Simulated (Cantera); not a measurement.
Input (Python, Cantera) and output of one run.

```python
import numpy as np
import cantera as ct

gas_names = """
    H H2 Si SiH SiH2 SiH3 SiH4 Si2 Si3
""".split()
cond_names = """
    Si(cr) Si(L)
""".split()


# ... load() reads the species with a 1 bar reference pressure and builds the phases ...
atoms = {
    'SiH4': {'Si': 1, 'H': 4},
    'H2': {'H': 2},
}
top_T = {}  # K; cautious upper limits of use, not melting points


# ... equilibrate(T, P, feed) seeds the gas with the atoms and calls Mixture.equilibrate('TP', solver="vcs", rtol=1e-11, max_steps=5000) ...
results = []
feed = {'SiH4': 1, 'H2': 5.3}  # mol
T = 1148  # K
P = 13332.2  # Pa
mix = equilibrate(T, P, feed)
results.append((T, P, feed, dict(zip(mix.species_names, mix.species_moles))))
x = sorted(zip(gas.X, gas.species_names), reverse=True)
print(f"T = {T:g} K  P = {P:g} Pa  gas = {mix.phase_moles(0):.4g} mol")
print("   x: " + "  ".join(f"{s} {v:.3e}" for v, s in x if v > 0.001))
print("   condensed (mol): " + ("  ".join(f"{mix.phase(i).name} {mix.phase_moles(i):.4g}"
      for i in range(1, mix.n_phases) if mix.phase_moles(i) > 1e-12) or "none"))
```

It prints:

```
T = 1148 K  P = 13332.2 Pa  gas = 7.3 mol
   x: H2 1.000e+00
   condensed (mol): Si(cr) 1
```

Cantera equilibrium calculation (NASA polynomials, part measured and part estimated; ideal gas, pure solids and liquids).
